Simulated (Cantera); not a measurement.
Feed: 1 mol SiF4, a varied amount of NH3, held at 977 °C and 29.3 Torr.

Equilibrium computed with Cantera from the NASA thermochemical tables; the gas is ideal and each condensed phase is pure. Candidate condensed phases: Si, Si3N4; 37 gas species. The numbers say what is thermodynamically allowed, not how fast it happens.

Question: What share of the Si ends up in condensed phases as a function of n(NH3) (mol), at 0.11, 0.24, 0.51, 1.1, 2.3, 5, 11, 23, 50?

Answer: 
| n(NH3) (mol) | Si condensed (%) | as |
|---|---|---|
| 0.11 | 0.0 | - |
| 0.24 | 0.0 | - |
| 0.51 | 0.0 | - |
| 1.1 | 0.0 | - |
| 2.3 | 0.1 | Si3N4(s) |
| 5 | 0.3 | Si3N4(s) |
| 11 | 0.9 | Si3N4(s) |
| 23 | 1.9 | Si3N4(s) |
| 50 | 3.8 | Si3N4(s) |
